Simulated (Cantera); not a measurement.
Feed: 1 mol Al2O3, 0.11 mol H2, held at 330 Pa.

These are equilibrium values from Cantera (NASA tables, ideal gas, pure condensed phases), not measurements of a reactor. Candidate condensed phases: Al, Al2O3, H2O; 19 gas species. The tables' values for AlOH are old estimates; treat these amounts as uncertain. Kinetics and transport are ignored.

x: gas mole fraction; n: condensed amount in mol.

| T (K) | x H2 | x H | x H2O | x Al | x Al2O | n Al2O3(s) | n Al2O3(l) |
|---|---|---|---|---|---|---|---|
| 1323 | 1.000 | 2.76e-5 | 6.20e-8 | 3.49e-8 | 7.36e-10 | 1.00 | 0 |
| 1423 | 1.000 | 0.000116 | 4.49e-7 | 2.61e-7 | 8.63e-9 | 1.00 | 0 |
| 1523 | 1.000 | 0.000402 | 2.51e-6 | 1.47e-6 | 7.11e-8 | 1.00 | 0 |
| 1623 | 0.999 | 0.00120 | 1.14e-5 | 6.61e-6 | 4.42e-7 | 1.00 | 0 |
| 1723 | 0.997 | … | … | … | … | 1.000 | 0 |
| 1823 | 0.992 | 0.00751 | 0.000142 | 7.91e-5 | 8.87e-6 | 1.000 | 0 |
| 1923 | 0.983 | … | … | … | … | 1.000 | 0 |
| 2023 | 0.966 | 0.0325 | 0.00105 | 0.000558 | 9.22e-5 | 1.000 | 0 |
| 2123 | 0.935 | 0.0604 | 0.00246 | 0.00127 | 0.000245 | 1.000 | 0 |
| 2223 | 0.886 | 0.105 | 0.00522 | 0.00264 | 0.000582 | 1.000 | 0 |
| 2323 | 0.812 | 0.171 | 0.0101 | 0.00504 | 0.00124 | 0.999 | 0 |
| 2423 | 0.709 | 0.260 | 0.0167 | 0.00865 | 0.00215 | 0 | 0.999 |
| 2523 | 0.580 | 0.369 | 0.0249 | 0.0139 | 0.00342 | 0 | 0.998 |

### Question
Fill in the missing entries.

### Answer

- 1923, x H: 0.0163
- 1923, x H2O: 0.000408
- 1923, x Al: 0.000222
- 1923, x Al2O: 3.07e-5
- 1723, x H: 0.00317
- 1723, x H2O: 4.32e-5
- 1723, x Al: 2.47e-5
- 1723, x Al2O: 2.18e-6
